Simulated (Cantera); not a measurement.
An isothermal, constant-pressure homogeneous reactor starts with CH4 : H2 : N2 = 0.022 : 1 : 0.00039 (molar parts), at 2200 K and 0.276 atm. Integrator tolerance rtol = 1e-08.

Computed with Cantera and GRI-Mech 3.0 (53 species, 325 reactions). GRI-Mech 3.0 stops at C3 and has no aromatics, soot or wall deposition, so with more carbon than oxygen in the feed, carbon stays in small species such as C2H2 where larger ones or solid carbon would form.

### Question
What does this change do: temperature 2200 to 1450 K?

### Answer
```
quantity                                              before                                      after
-----------------  -----------------------------------------  -----------------------------------------
x(CH4) at 80.0 s   0.000142 (gas-phase equilibrium 0.000141)      0.0173 (gas-phase equilibrium 0.0171)
x(H2) at 80.0 s          0.978 (gas-phase equilibrium 0.978)        0.980 (gas-phase equilibrium 0.980)
x(HCN) at 80.0 s    4.00e-5 (gas-phase equilibrium 0.000611)  1.01e-12 (gas-phase equilibrium 0.000303)
x(C2H2) at 80.0 s      0.0104 (gas-phase equilibrium 0.0101)    0.00184 (gas-phase equilibrium 0.00180)
x(H) at 80.0 s         0.0106 (gas-phase equilibrium 0.0106)    1.78e-5 (gas-phase equilibrium 1.78e-5)
```

### Question
What does this change do: 0.019 parts H2O added?

### Answer
```csv
quantity,before,after
x(CH4) at 80.0 s,0.000142 (gas-phase equilibrium 0.000141),5.06e-5 (gas-phase equilibrium 4.74e-5)
x(H2) at 80.0 s,0.978 (gas-phase equilibrium 0.978),0.970 (gas-phase equilibrium 0.970)
x(HCN) at 80.0 s,4.00e-5 (gas-phase equilibrium 0.000611),1.47e-5 (gas-phase equilibrium 0.000349)
x(C2H2) at 80.0 s,0.0104 (gas-phase equilibrium 0.0101),0.00134 (gas-phase equilibrium 0.00117)
x(H) at 80.0 s,0.0106 (gas-phase equilibrium 0.0106),0.0106 (gas-phase equilibrium 0.0106)
```
